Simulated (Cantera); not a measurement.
Input: 1 mol MgO, 0.92 mol Br2, 1.7 mol N2, equilibrated at 900 Torr.

Equilibrium computed with Cantera from the NASA thermochemical tables; the gas is ideal and each condensed phase is pure. Candidate condensed phases: Br2, Mg, MgBr2, MgO; 17 gas species. Equilibrium is a limit: real reactors are often held back by kinetics, nucleation or transport. All values below are at 1350 K.

Base state: N2 0.628, Br2 0.307, Br 0.0624, MgBr2 0.00182, O2 0.000895, NO 3.16e-5 (mole fractions); condensed: MgO(s).

Task: What changes in the equilibrium state with this change: 0.26 mol H2O added?

Result: 
```tsv
species	before	after
N2	0.628	0.567
Br2	0.307	0.255
H2O	0	0.0637
HBr	0	0.0460
O2	0.000895	0.0116
Br	0.0624	0.0569
MgBr2	0.00182	0.000419
NO	3.16e-5	0.000108
MgO(s), mol	0.995	0.999
```
Further candidate phases: H2O, Mg(OH)2.
